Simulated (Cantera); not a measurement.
Charge: 1 mol Ti, 18 mol H₂O, held at 1100 K and 1.00 Torr.

Method: chemical equilibrium by Gibbs-energy minimisation in Cantera with the NASA 1993 tables (ideal gas, pure condensed phases). Candidate condensed phases: H₂O, Ti, TiO, TiO₂, Ti₂O₃, Ti₃O₅, Ti₄O₇; 12 gas species. Rates play no part.

Base state: H₂O 0.889, H₂ 0.111 (mole fractions); condensed: TiO₂(rutile).

Problem. What changes in the equilibrium state with this change: temperature from 1100 K to 2025 K?

Solution. 
```
species             before     after
-----------------  -------  --------
H₂O                  0.889     0.845
H₂                   0.111     0.117
H                  2.36e-7    0.0181
OH                 8.42e-9    0.0136
TiO₂                 <1e-9  0.000254
O₂                   <1e-9   0.00470
O                    <1e-9   0.00152
TiO₂(rutile), mol     1.00     0.995
```
